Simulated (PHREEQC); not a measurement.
Solution A (160 mmol/kgw NaH2PO4 and 0.85 mmol/kgw NaOH) is mixed with solution B (1 mmol/kgw NH3, 6.7 mmol/kgw Na2SiO3 and 1.3 mmol/kgw Na2CO3) at 20 °C; shares are by mass of water, 1 kg in all. O2 is buffered at 0.21 atm. No CO2 enters from the air. The run lets SiO2(a) precipitate or redissolve, and no other solid.

Model: ion-association model, phreeqc.dat, run in PHREEQC.

```json
[
 {"share of solution B": "0", "pH": "4.69", "SiO2(a) (mol)": "0", "Si in solution (mol/kgw)": "0", "H2PO4- (mol/kgw)": "0.158", "H3SiO4- (mol/kgw)": "0"},
 {"share of solution B": "0.1", "pH": "5.08", "SiO2(a) (mol)": "0", "Si in solution (mol/kgw)": "0.000670", "H2PO4- (mol/kgw)": "0.141", "H3SiO4- (mol/kgw)": "1.39e-8"},
 {"share of solution B": "0.2", "pH": "5.35", "SiO2(a) (mol)": "0", "Si in solution (mol/kgw)": "0.00134", "H2PO4- (mol/kgw)": "0.124", "H3SiO4- (mol/kgw)": "5.12e-8"},
 {"share of solution B": "0.3", "pH": "5.57", "SiO2(a) (mol)": "0.000309", "Si in solution (mol/kgw)": "0.00170", "H2PO4- (mol/kgw)": "0.106", "H3SiO4- (mol/kgw)": "1.06e-7"},
 {"share of solution B": "0.4", "pH": "5.77", "SiO2(a) (mol)": "0.000972", "Si in solution (mol/kgw)": "0.00171", "H2PO4- (mol/kgw)": "0.0888", "H3SiO4- (mol/kgw)": "1.66e-7"},
 {"share of solution B": "0.5", "pH": "5.96", "SiO2(a) (mol)": "0.00163", "Si in solution (mol/kgw)": "0.00172", "H2PO4- (mol/kgw)": "0.0713", "H3SiO4- (mol/kgw)": "2.57e-7"},
 {"share of solution B": "0.6", "pH": "___", "SiO2(a) (mol)": "0.00230", "Si in solution (mol/kgw)": "0.00172", "H2PO4- (mol/kgw)": "0.0538", "H3SiO4- (mol/kgw)": "4.11e-7"},
 {"share of solution B": "0.7", "pH": "6.42", "SiO2(a) (mol)": "0.00296", "Si in solution (mol/kgw)": "0.00173", "H2PO4- (mol/kgw)": "___", "H3SiO4- (mol/kgw)": "___"},
 {"share of solution B": "0.8", "pH": "6.77", "SiO2(a) (mol)": "0.00362", "Si in solution (mol/kgw)": "0.00174", "H2PO4- (mol/kgw)": "___", "H3SiO4- (mol/kgw)": "1.59e-6"},
 {"share of solution B": "0.9", "pH": "___", "SiO2(a) (mol)": "0.00427", "Si in solution (mol/kgw)": "0.00176", "H2PO4- (mol/kgw)": "0.00180", "H3SiO4- (mol/kgw)": "1.92e-5"},
 {"share of solution B": "1", "pH": "11.91", "SiO2(a) (mol)": "0", "Si in solution (mol/kgw)": "0.00670", "H2PO4- (mol/kgw)": "0", "H3SiO4- (mol/kgw)": "0.00628"}
]
```

Question: Complete the blanks.

Answer: 
- 0.6, pH: 6.17
- 0.7, H2PO4- (mol/kgw): 0.0364
- 0.7, H3SiO4- (mol/kgw): 7.17e-7
- 0.8, H2PO4- (mol/kgw): 0.0190
- 0.9, pH: 7.86

Species that the database lacks are ignored.
